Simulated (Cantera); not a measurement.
Charge: 1 mol Si, 0.69 mol Cl2, 12 mol H2, equilibrated at 1125 °C and 1 atm.

These are equilibrium values from Cantera (NASA tables, ideal gas, pure condensed phases), not measurements of a reactor. Candidate condensed phases: Si; 19 gas species. The tables' values for SiCl3 are old estimates; treat these amounts as uncertain. Equilibrium is a limit: real reactors are often held back by kinetics, nucleation or transport.

Base state: H2 0.925, HCl 0.0549, SiCl2 0.00959, SiHCl3 0.00407, SiCl4 0.00343, SiCl3 0.00278, SiH2Cl2 0.000723, SiH3Cl 3.70e-5 (mole fractions); condensed: Si(s).

Task: What changes in the equilibrium state with this change: temperature from 1125 °C to 825 °C?

Result: 
| species | before | after |
|---|---|---|
| H2 | 0.925 | 0.956 |
| HCl | 0.0549 | 0.0152 |
| SiCl4 | 0.00343 | 0.0135 |
| SiHCl3 | 0.00407 | 0.0123 |
| SiCl2 | 0.00959 | 0.000490 |
| SiCl3 | 0.00278 | 0.000685 |
| SiH2Cl2 | 0.000723 | 0.00135 |
| Si(s), mol | 0.741 | 0.650 |
